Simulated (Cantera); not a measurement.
An isothermal, constant-pressure homogeneous reactor starts with CH₄ : N₂ = 1 : 11 (molar parts), at 1998 K and 100000 Pa. Integrator tolerance rtol = 1e-08.

Cantera simulation using GRI-Mech 3.0 (53 species, 325 reactions); the numbers are that mechanism's predictions, not measurements. GRI-Mech 3.0 stops at C3 and has no aromatics, soot or wall deposition, so with more carbon than oxygen in the feed, carbon stays in small species such as C2H2 where larger ones or solid carbon would form.

Problem. What does this change do: CH4 1 to 8 parts?

Solution. 
| quantity | before | after |
|---|---|---|
| x(CH₄) at 100 s | 0.000109 (gas-phase equilibrium 5.70e-5) | 0.00169 (gas-phase equilibrium 0.00134) |
| x(C₂H₄) at 100 s | 2.65e-5 (gas-phase equilibrium 7.01e-6) | 0.000419 (gas-phase equilibrium 0.000262) |
| x(H) at 100 s | 0.000548 (gas-phase equilibrium 0.000548) | 0.00107 (gas-phase equilibrium 0.00107) |
| x(C₂H) at 100 s | 3.01e-6 (gas-phase equilibrium 7.96e-7) | 6.32e-6 (gas-phase equilibrium 3.95e-6) |
| x(CH₃) at 100 s | 1.02e-5 (gas-phase equilibrium 5.35e-6) | 8.10e-5 (gas-phase equilibrium 6.42e-5) |
| x(C₂H₆) at 100 s | 1.51e-9 (gas-phase equilibrium 4.11e-10) | 9.41e-8 (gas-phase equilibrium 5.90e-8) |
| x(C₂H₂) at 100 s | 0.0340 (gas-phase equilibrium 0.00900) | 0.140 (gas-phase equilibrium 0.0875) |

Problem. What does this change do: N2 11 to 1.2 parts?

Solution. 
| quantity | before | after |
|---|---|---|
| x(CH₄) at 100 s | 0.000109 (gas-phase equilibrium 5.70e-5) | 0.00189 (gas-phase equilibrium 0.00152) |
| x(C₂H₄) at 100 s | 2.65e-5 (gas-phase equilibrium 7.01e-6) | 0.000468 (gas-phase equilibrium 0.000302) |
| x(H) at 100 s | 0.000548 (gas-phase equilibrium 0.000548) | 0.00110 (gas-phase equilibrium 0.00110) |
| x(C₂H) at 100 s | 3.01e-6 (gas-phase equilibrium 7.96e-7) | 6.52e-6 (gas-phase equilibrium 4.20e-6) |
| x(CH₃) at 100 s | 1.02e-5 (gas-phase equilibrium 5.35e-6) | 8.79e-5 (gas-phase equilibrium 7.08e-5) |
| x(C₂H₆) at 100 s | 1.51e-9 (gas-phase equilibrium 4.11e-10) | 1.11e-7 (gas-phase equilibrium 7.18e-8) |
| x(C₂H₂) at 100 s | 0.0340 (gas-phase equilibrium 0.00900) | 0.148 (gas-phase equilibrium 0.0957) |
